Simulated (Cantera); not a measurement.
A perfectly stirred reactor is fed with 11.5 % H₂, 88.5 % O₂, equivalence ratio 0.065, at 1.28 Torr; it is held at 925 K, and followed from long to short residence time.

Computed with Cantera and GRI-Mech 3.0 (53 species, 325 reactions). Radical loss at walls, strong at low pressure, is not modelled. Below about 950 K walls govern HO2 and H2O2 in real vessels. The temperature is held fixed by assumption; the heat of reaction is taken as removed at once.

x: mole fraction; the columns are a selection and need not sum to one.

```tsv
τ (s)	x H₂	x O₂	x OH	x HO₂	x H₂O
26	0.000470	0.876	0.000469	1.22e-6	0.121
12	0.000743	0.875	0.000618	1.41e-6	0.120
5.2	0.00122	0.872	0.000835	1.60e-6	0.119
2.4	0.00191	0.869	0.00110	1.74e-6	0.116
1.1	[?]	0.864	[?]	1.83e-6	0.112
0.48	0.00486	0.856	0.00184	1.86e-6	0.105
0.22	0.00764	0.848	0.00227	1.83e-6	0.0959
0.097	[?]	0.843	[?]	1.77e-6	[?]
0.044	0.0212	0.842	0.00310	1.68e-6	0.0733
0.020	0.0366	0.848	0.00328	1.55e-6	0.0588
0.0089	0.0632	0.859	0.00287	1.33e-6	0.0380
```

Q: Fill in the missing entries.

A: 
- 1.1, x H₂: 0.00301
- 1.1, x OH: 0.00143
- 0.097, x H₂: 0.0126
- 0.097, x OH: 0.00272
- 0.097, x H₂O: 0.0849
